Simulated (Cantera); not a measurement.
Transport properties of process gases

Gas mixture: 17.7 % NH3, 21.2 % C3H8, 38.9 % C2H2, 22.2 % C2H6, at 1.80 Torr, frozen composition.

Cantera's kinetic-theory transport with the Lennard-Jones parameters of GRI-Mech 3.0, ideal gas; thermal conductivity in the mixture-averaged form. Polar gases are described roughly by these parameters. The composition is frozen, though it would react at the higher temperatures.

```tsv
T (K)	ρ (kg/m³)	cp (J/kg/K)	μ (µPa s)	λ (mW/m/K)	Pr	D (cm²/s) CO2	D (cm²/s) OH	D (cm²/s) CH4
400	0.00211	2085	12.6	35.9	0.732	81.7	166	118
550	0.00153	2534	16.7	56.5	0.747	148	290	210
700	0.00120	2901	20.3	77.7	0.757	228	440	321
850	0.000991	3197	23.5	98.8	0.762	322	612	450
1000	0.000842	3452	26.6	120	0.767	427	805	594
1150	0.000732	3652	29.4	140	0.767	544	1020	753
1300	0.000648	3823	32.1	160	0.768	671	1250	926
```
D: mixture-averaged diffusion coefficient of that species in the mixture.
